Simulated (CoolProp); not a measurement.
R21 at 312.06 K and 0.954 MPa is throttled through a valve to 0.324 MPa with no heat exchange. Each further row changes one setting.

Values from CoolProp's reference Helmholtz-energy equation of state, Platzer 1990. This equation is an older, rougher fit; its heat capacities, sound speeds and derivatives of the liquid may be far off and weren't checked against measurements.

```
case                        temperature change (K)                       final phase  final density (kg/m³)
--------------------------  ----------------------  --------------------------------  ---------------------
as stated                                     +0.2                            liquid                   1330
outlet pressure 0.0972 MPa                   -31.1  two-phase, vapour fraction 0.138                   31.7
outlet pressure 0.421 MPa                     +0.2                            liquid                   1330
```
